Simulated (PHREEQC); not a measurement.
2.9 g of hydrous ferric oxide (600 m²/g; 0.2 weak and 0.005 strong sites per Fe, Dzombak-Morel constants, diffuse double layer) in 1 kg of water with 0.05 mol/kgw of an inert sodium salt and 6.7e-05 mol PbCl2 and 0.00028 mol Ag2SO4, at 25 °C; the pH is set by adding NaOH or the inert anion's acid. Oxygen is held at 0.21 atm. No CO2 enters from the air. Nothing may precipitate in this run.

Base run: PHREEQC, ion-association model, wateq4f.dat. Each further column changes one thing. The table gives Ag sorbed (%).

```tsv
pH	base	no electrostatic term (-no_edl)	background salt from 0.05 to 0.005 mol/kgw	oxide from 2.9 to 14 g/kgw
4	0.3	0.0	0.6	1.7
4.75	2.5	0.0	___	16.4
5.5	10.0	0.7	11.3	52.8
5.88	14.1	3.1	___	70.0
6.62	22.2	15.9	23.1	90.7
7.38	43.0	37.6	44.7	98.0
8.12	75.6	75.6	___	99.6
8.5	87.4	86.4	88.2	99.8
9.25	97.3	94.1	___	100.0
10	99.5	95.6	99.5	100.0
```

Some entries are withheld; supply them.


- 4.75, background salt from 0.05 to 0.005 mol/kgw: 3.8
- 5.88, background salt from 0.05 to 0.005 mol/kgw: 15.0
- 8.12, background salt from 0.05 to 0.005 mol/kgw: 76.9
- 9.25, background salt from 0.05 to 0.005 mol/kgw: 97.6

In at least one series the solution becomes supersaturated in solids that the run did not let form, among them Cerargyrite.
